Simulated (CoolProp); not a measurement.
Properties of normal hydrogen along the isobar 98.7 kPa.

Values from CoolProp's reference Helmholtz-energy equation of state, Leachman 2009.

```tsv
T (°C)	phase	Z	cp (kJ/(kg K))	speed of sound (m/s)	viscosity (µPa s)	conductivity (mW/(m K))
-247.55	gas	0.9502	11.06	410.2	1.30	21.2
-235.15	gas	0.9827	10.60	507.8	1.90	29.9
-222.75	gas	0.9924	10.48	587.1	2.42	38.0
-210.25	gas	0.9963	10.50	655.3	2.90	45.7
-197.85	gas	0.9982	10.65	713.6	3.33	53.2
-185.45	gas	0.9992	10.91	764.2	3.74	60.7
-172.95	gas	0.9998	11.23	809.5	4.13	68.5
-160.55	gas	1.000	11.59	850.4	4.49	76.4
-148.15	gas	1.000	11.95	888.6	4.84	84.5
-135.75	gas	1.000	12.29	924.8	5.18	92.8
-123.25	gas	1.001	12.60	959.8	5.51	101
-110.85	gas	1.001	12.88	993.4	5.83	109
-98.45	gas	1.001	13.13	1026	6.14	117
-85.95	gas	1.001	13.35	1058	6.44	125
-73.55	gas	1.001	13.53	1089	6.74	133
```

Viscosity comes from a separate model (Muzny 2013). Thermal conductivity comes from a separate model (Assael 2011).
